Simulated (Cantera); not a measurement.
Cantera run:

```python
import numpy as np
import cantera as ct

gas_names = """
    B BCL BCL2 BCL3 BH BH2 BH3 B2 CL CL2 H HCL H2
""".split()
cond_names = """
    B(b) B(L)
""".split()


# ... load() reads the species with a 1 bar reference pressure and builds the phases ...
atoms = {
    'BCl3': {'B': 1, 'CL': 3},
    'H2': {'H': 2},
}
top_T = {}  # K; cautious upper limits of use, not melting points


# ... equilibrate(T, P, feed) seeds the gas with the atoms and calls Mixture.equilibrate('TP', solver="vcs", rtol=1e-11, max_steps=5000) ...
results = []
T = 1000  # K
P = 1700  # Pa
for m in [6.1, 26, 46, 66, 86, 110, 130]:
    feed = {'BCl3': 1, 'H2': m}  # mol
    mix = equilibrate(T, P, feed)
    results.append((T, P, feed, dict(zip(mix.species_names, mix.species_moles))))

top = {s: max(r[3][s] / sum(r[3][g] for g in gas_names) for r in results) for s in gas_names}
cols = sorted((s for s in top if top[s] > 1e-05), key=lambda s: -top[s])[:9]
seen = [c for c in cond_names if any(r[3].get(c, 0) > 1e-12 for r in results)]
print("log10 of partial pressures in bar; condensed amounts in mol")
print(f"{'n(H2)':>10s}" + "".join(f"{s[:9]:>10s}" for s in cols + seen))
for T, P, feed, n in results:
    ng = sum(n[g] for g in gas_names)
    print(f"{feed['H2']:10.4g}" + "".join(f"{np.log10(max(n[s] / ng * P / 1e5, 1e-99)):10.3f}" for s in cols)
          + "".join(f"{n.get(c, 0):10.4g}" for c in seen))
```

Result:

```
log10 of partial pressures in bar; condensed amounts in mol
     n(H2)        H2       HCL      BCL3      B(b)
       6.1    -1.873    -2.730    -2.762     0.264
        26    -1.805    -2.968    -3.578    0.5756
        46    -1.793    -3.106    -4.010    0.7276
        66    -1.787    -3.210    -4.331    0.8148
        86    -1.783    -3.295    -4.592    0.8684
       110    -1.781    -3.381    -4.854    0.9082
       130    -1.779    -3.443    -5.041    0.9296
```

Cantera equilibrium calculation (NASA polynomials, part measured and part estimated; ideal gas, pure solids and liquids). Gases not in the tables: BHCl2.
